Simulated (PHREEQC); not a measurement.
**Spent oxide etchant**

A solution holds 0.04 mol/kgw NH4HF2, 0.0022 mol/kgw (NH4)2SiF6 and 0.00011 mol/kgw H3BO3, at 25 °C. Closed to the air; pH follows from the charge balance.

The numbers come from PHREEQC with the ion-association model, phreeqc.dat.

This is a speciation only: nothing precipitates in the calculation.

What pH, ionic strength does the model give?

pH 3.11; ionic strength 0.0475 mol/kgw.

In which forms is B present?

BF4- 99 %, BF3OH- 1.1 % of the B.

Species that the database lacks are ignored. SiF6-2 is the database's only silicon fluoride. Real BF4- forms and hydrolyses slowly; the run takes it at equilibrium.
